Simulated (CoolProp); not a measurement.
Saturated liquid density (kg/m³) of ammonia: the reference equation beside estimates from Tc = 132.4 °C, pc = 11.36 MPa, ω = 0.256. Rackett uses Z = 0.29056 − 0.08775 ω.

Values from CoolProp's reference Helmholtz-energy equation of state, Gao 2020.

```csv
T (°C),reference,Rackett,van der Waals
-3.15,642.9,560.4,337.1
1.25,636.9,555.4,334.1
5.55,631.0,550.4,331.2
9.85,625.0,545.3,328.2
14.15,618.9,540.1,325.2
18.45,612.7,534.9,322.1
22.75,606.3,529.6,318.9
27.05,599.9,524.2,315.6
31.35,593.3,518.6,312.3
35.75,586.4,512.9,308.8
40.05,579.5,507.1,305.3
44.35,572.5,501.2,301.8
48.65,565.3,495.2,298.1
52.95,557.9,489.0,294.3
57.25,550.3,482.7,290.4
```

Absolute difference from the reference over all 15 rows, mean and median: Rackett 12.6 and 12.6 %, van der Waals 47.4 and 47.4 %.
